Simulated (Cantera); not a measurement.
Feed: 1 mol CHF₃, 1.1 mol F₂, 1.9 mol H₂, equilibrated at 0.0110 bar.

Method: chemical equilibrium by Gibbs-energy minimisation in Cantera with the NASA 1993 tables (ideal gas, pure condensed phases). Candidate condensed phases: C, C₆H₆, C₇H₈, C₈H₁₈; 110 gas species. Ions and electrons are included (thermal ionisation). Kinetics and transport are ignored.

x: gas mole fraction; n: condensed amount in mol.

```
T (°C)      x HF    x F     x H      x C      x C₃      x CF  x C₂  n C(graphite)
------  --------  -----  ------  -------  --------  --------  ----  -------------
2727       0.733  0.134  0.0770  0.00461    0.0284    0.0155     …          0.311
3227       0.254  0.348   0.311   0.0456    0.0128    0.0164     …              0
3727      0.0340  0.455   0.419   0.0858  0.000267   0.00363     …              0
4227     0.00489  0.470   0.434   0.0902   3.48e-6  0.000603     …              0
4727    0.000986  0.472   0.436   0.0906   9.74e-8  0.000135     …              0
```

Fill in the missing entries.


- 2727, x C₂: 0.00288
- 3227, x C₂: 0.00849
- 3727, x C₂: 0.00216
- 4227, x C₂: 0.000308
- 4727, x C₂: 6.02e-5
